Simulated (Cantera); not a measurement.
Input (Python, Cantera):

```python
import numpy as np
import cantera as ct

surf = ct.Interface("ptcombust.yaml", "Pt_surf")
gas = surf.adjacent["gas"]
gas.TPX = 300, 41000, {'H2': 0.024, 'O2': 0.078, 'N2': 0.79}
jet = ct.ImpingingJet(gas=gas, width=0.056, surface=surf)
jet.inlet.mdot, jet.inlet.T, jet.inlet.X = 0.057, 300, {'H2': 0.024, 'O2': 0.078, 'N2': 0.79}
jet.set_refine_criteria(ratio=10, slope=0.2, curve=0.3)
show, cover = ['H2', 'O2', 'H2O', 'OH'], ["PT(S)", "H(S)", "O(S)", "OH(S)", "CO(S)", "C(S)"]

rows = []
print(f"{'Ts/K':>7s}" + "".join(f"{s:>11s}" for s in show + cover) + "   (gas at the wall, coverages)")
for i, Ts in enumerate([500, 550, 600, 650, 700]):
    jet.surface.T = Ts
    if i == 0:
        surf.TP = Ts, 41000
        surf.coverages = "PT(S):0.5, O(S):0.5"
        surf.advance_coverages(1.0)
        jet.set_initial_guess(products="inlet")
    jet.solve(loglevel=0, auto=(i == 0))
    rows.append([*(jet.X[gas.species_index(s), -1] for s in show), *surf[cover].coverages])
    print(f"{Ts:7g}" + "".join(f"{x:11.3e}" for x in rows[-1]))
```

Result:

```
   Ts/K         H2         O2        H2O         OH      PT(S)       H(S)       O(S)      OH(S)      CO(S)       C(S)   (gas at the wall, coverages)
    500  1.068e-03  5.941e-02  5.120e-02  1.072e-15  2.635e-02  1.057e-09  9.442e-01  2.933e-02  3.197e-20  2.565e-24
    550  1.065e-03  5.953e-02  5.074e-02  4.119e-14  2.784e-02  1.064e-09  9.553e-01  1.681e-02  1.792e-16  8.098e-25
    600  1.062e-03  5.963e-02  5.036e-02  8.533e-13  2.928e-02  1.363e-09  9.602e-01  1.048e-02  1.305e-17  2.596e-24
    650  1.051e-03  5.970e-02  5.005e-02  1.097e-11  3.093e-02  2.068e-09  9.620e-01  7.013e-03  3.981e-17 -8.935e-25
    700  9.866e-04  5.970e-02  4.988e-02  9.516e-11  3.442e-02  3.595e-09  9.605e-01  5.103e-03  1.126e-16  1.762e-24
```

Model: Deutschmann's 1995 Pt surface mechanism with GRI-Mech 3.0 gas chemistry, integrated in Cantera. Catalytic surfaces can have several steady states; this one follows from the mechanism file's or the stated starting coverage.
